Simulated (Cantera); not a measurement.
Feed: 1 mol Zr, 0.43 mol H2O, 46 mol H2, at 1850 K and 0.00405 Torr.

Method: chemical equilibrium by Gibbs-energy minimisation in Cantera with the NASA 1993 tables (ideal gas, pure condensed phases). Candidate condensed phases: H2O, Zr, ZrO2; 12 gas species. Mutual solubility and eutectic melting of coexisting phases are not modelled. Condensed phases not in the tables: N, O or C dissolved in the metal. Rates play no part.

Base state: H2 0.793, H 0.206, ZrO 0.000480, Zr 2.41e-5 (mole fractions); condensed: Zr(β) + ZrO2(tetragonal).

Task: What changes in the equilibrium state with this change: temperature from 1850 K to 2298 K?

Result: 
```tsv
species	before	after
H	0.206	0.937
H2	0.793	0.0517
Zr	2.41e-5	0.00639
ZrO	0.000480	0.00482
Zr(β), mol	0.771	0
ZrO2(tetragonal), mol	0.203	0
```
